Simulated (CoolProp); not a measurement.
Properties of water at several states.

Computed with CoolProp (reference Helmholtz-energy equation of state, Wagner 2002).

```
T (°C)  p (MPa)  phase  cp (kJ/(kg K))  expansivity (1/kK)
------  -------  -----  --------------  ------------------
179.75   0.0151    gas           1.936               2.217
214.05   0.0901    gas           1.975               2.087
723.05   0.0115    gas           2.288               1.004
544.95    0.952    gas           2.190               1.251
```
